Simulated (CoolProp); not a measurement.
Vapour-liquid equilibrium of propane (1) + n-butane (2) at 199.1 K; x and y are mole fractions of (1).

Model: multi-fluid Helmholtz-energy mixture model, Lemmon 2009 and Bücker 2006; pair parameters Kunz 2012, in CoolProp.

```csv
x,"bubble pressure, mixture model (MPa)","bubble pressure, Raoult's law (MPa)","y, mixture model","y, Raoult's law"
0.05,___,0.002672,0.352,0.357
0.125,0.003930,0.003969,0.597,0.602
0.2,0.005223,0.005267,0.723,0.725
0.275,0.006524,0.006564,0.799,0.800
0.35,0.007828,0.007861,0.849,0.851
0.425,___,0.009158,0.886,0.887
0.5,0.01044,0.01046,0.913,0.914
0.575,___,0.01175,0.934,0.935
0.65,___,0.01305,0.951,0.952
0.725,0.01434,0.01435,0.965,0.965
0.8,0.01564,0.01564,0.977,0.977
0.875,0.01693,0.01694,0.986,0.987
0.95,0.01823,0.01824,0.995,0.995
```

**Question.** Some entries are withheld; supply them.

**Answer.** 
- 0.05, bubble pressure, mixture model (MPa): 0.002651
- 0.425, bubble pressure, mixture model (MPa): 0.009135
- 0.575, bubble pressure, mixture model (MPa): 0.01174
- 0.65, bubble pressure, mixture model (MPa): 0.01304

The largest gap from Raoult's law is -1.0 % in bubble pressure, at x = 0.125. No azeotrope shows between x = 0.05 and 0.95.

Pair parameters are fitted to limited data, so mixtures are less certain than the pure fluids.
